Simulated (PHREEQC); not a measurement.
Consider water at 15 °C with 40 mmol/kgw Al2(SO4)3. Closed to the air; pH follows from the charge balance.

Model: ion-association model, wateq4f.dat, run in PHREEQC.

Precipitation was switched off in this run.

Task: What pH, ionic strength does the model give?

Result: pH 4.03; ionic strength 0.138 mol/kgw.

Task: In which forms is S present?

Result: AlSO4+ 45 %, Al(SO4)2- 29 %, SO4-2 26 % of the S.

Examples of supersaturated solids here: Gibbsite (slow to form). Others may be too. Complexes and solids missing from the database can't appear.
